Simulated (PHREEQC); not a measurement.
Make-up at 15 °C: 0.03 mol HCl, 0.094 mol KCl and 0.0077 mol H2SO4 per kg of water. Closed to the air; pH follows from the charge balance.

Equilibrium calculation in PHREEQC: ion-association model, phreeqc.dat.

Problem. The ionic strength comes out as 0.138 mol/kgw. What activity coefficients do K+, KSO4-, HSO4-, H+, SO4-2 get?

Solution. K+ 0.74, KSO4- 0.77, HSO4- 0.77, H+ 0.81, SO4-2 0.34.

No solid was allowed to form.
